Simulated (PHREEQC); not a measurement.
Dissolve 0.022 mol Fe2(SO4)3 per kg of water at 25 °C. Closed to the air; pH follows from the charge balance.

All values are PHREEQC results (ion-association model, phreeqc.dat), not measurements.

This is a speciation only: nothing precipitates in the calculation.

Task: What pH does the model give?

Result: pH 2.67.

Task: In which forms is S present?

Result: FeSO4+ 48 %, SO4-2 31 %, Fe(SO4)2- 17 %, HSO4- 3.2 %, FeHSO4+2 0.6 % of the S.

Saturation is exceeded, for instance for Hematite (slow to form), Goethite (slow to form); the values hold only as long as no solid forms. Species that the database lacks are ignored.
